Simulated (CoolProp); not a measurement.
Properties of n-dodecane along the isobar 0.232 MPa (Tc = 385.0 °C, pc = 1.818 MPa, ω = 0.574).

The numbers come from the reference Helmholtz-energy equation of state, Lemmon 2004 in CoolProp. It is a short technical equation, of lower accuracy than the large ones.

```json
[
 {"T (°C)": "167.35", "phase": "liquid", "speed of sound (m/s)": "788.5", "expansivity (1/kK)": "1.299", "viscosity (µPa s)": "283", "conductivity (mW/(m K))": "105", "fugacity coefficient": "0.1143"},
 {"T (°C)": "183.75", "phase": "liquid", "speed of sound (m/s)": "737.3", "expansivity (1/kK)": "1.374", "viscosity (µPa s)": "250", "conductivity (mW/(m K))": "102", "fugacity coefficient": "0.1832"},
 {"T (°C)": "200.05", "phase": "liquid", "speed of sound (m/s)": "686.7", "expansivity (1/kK)": "1.463", "viscosity (µPa s)": "221", "conductivity (mW/(m K))": "98.4", "fugacity coefficient": "0.2801"},
 {"T (°C)": "216.35", "phase": "liquid", "speed of sound (m/s)": "636.3", "expansivity (1/kK)": "1.572", "viscosity (µPa s)": "195", "conductivity (mW/(m K))": "95.2", "fugacity coefficient": "0.4115"},
 {"T (°C)": "232.65", "phase": "liquid", "speed of sound (m/s)": "585.6", "expansivity (1/kK)": "1.706", "viscosity (µPa s)": "172", "conductivity (mW/(m K))": "92.0", "fugacity coefficient": "0.5832"},
 {"T (°C)": "248.95", "phase": "liquid", "speed of sound (m/s)": "534.4", "expansivity (1/kK)": "1.875", "viscosity (µPa s)": "152", "conductivity (mW/(m K))": "88.8", "fugacity coefficient": "0.8003"},
 {"T (°C)": "265.25", "phase": "gas", "speed of sound (m/s)": "144.3", "expansivity (1/kK)": "2.930", "viscosity (µPa s)": "8.20", "conductivity (mW/(m K))": "30.5", "fugacity coefficient": "0.8923"},
 {"T (°C)": "281.55", "phase": "gas", "speed of sound (m/s)": "148.9", "expansivity (1/kK)": "2.685", "viscosity (µPa s)": "8.49", "conductivity (mW/(m K))": "32.1", "fugacity coefficient": "0.9036"},
 {"T (°C)": "297.95", "phase": "gas", "speed of sound (m/s)": "153.1", "expansivity (1/kK)": "2.488", "viscosity (µPa s)": "8.77", "conductivity (mW/(m K))": "33.6", "fugacity coefficient": "0.9135"},
 {"T (°C)": "314.25", "phase": "gas", "speed of sound (m/s)": "157.0", "expansivity (1/kK)": "2.326", "viscosity (µPa s)": "9.05", "conductivity (mW/(m K))": "35.2", "fugacity coefficient": "0.9220"},
 {"T (°C)": "330.55", "phase": "gas", "speed of sound (m/s)": "160.6", "expansivity (1/kK)": "2.190", "viscosity (µPa s)": "9.33", "conductivity (mW/(m K))": "36.8", "fugacity coefficient": "0.9295"},
 {"T (°C)": "346.85", "phase": "gas", "speed of sound (m/s)": "164.0", "expansivity (1/kK)": "2.073", "viscosity (µPa s)": "9.61", "conductivity (mW/(m K))": "38.5", "fugacity coefficient": "0.9362"}
]
```

Viscosity comes from a separate model (Huber 2004). Thermal conductivity comes from a separate model (Huber 2004).
